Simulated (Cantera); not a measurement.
Charge: 1 mol HMDSO, a varied amount of CO2, held at 602 °C and 0.133 bar.

Method: chemical equilibrium by Gibbs-energy minimisation in Cantera with the NASA 1993 tables (ideal gas, pure condensed phases). Candidate condensed phases: C, C6H6, C7H8, C8H18, H2O, Si, SiC, SiO2; 123 gas species. The feed counts by its element totals alone. The numbers say what is thermodynamically allowed, not how fast it happens.

Problem. Which condensed phases are stable at each of these points (n(CO2) (mol)): 0.34, 0.48, 0.67, 0.93, 1.3, 1.8, 2.5, 3.5, 4.9, 6.8, 9.5?

Solution. 
```csv
n(CO2) (mol),condensed phases,Si condensed (%)
0.34,C(graphite) + SiC(s) + SiO2(β-quartz),100.0
0.48,C(graphite) + SiC(s) + SiO2(β-quartz),100.0
0.67,C(graphite) + SiC(s) + SiO2(β-quartz),100.0
0.93,C(graphite) + SiC(s) + SiO2(β-quartz),100.0
1.3,C(graphite) + SiC(s) + SiO2(β-quartz),100.0
1.8,C(graphite) + SiO2(β-quartz),100.0
2.5,C(graphite) + SiO2(β-quartz),100.0
3.5,C(graphite) + SiO2(β-quartz),100.0
4.9,C(graphite) + SiO2(β-quartz),100.0
6.8,C(graphite) + SiO2(β-quartz),100.0
9.5,C(graphite) + SiO2(β-quartz),100.0
```

From 0.34 mol CO2 to 1.3 mol CO2 the condensed part is C(graphite) + SiC(s) + SiO2(β-quartz). From 1.8 mol CO2 to 9.5 mol CO2 the condensed part is C(graphite) + SiO2(β-quartz).
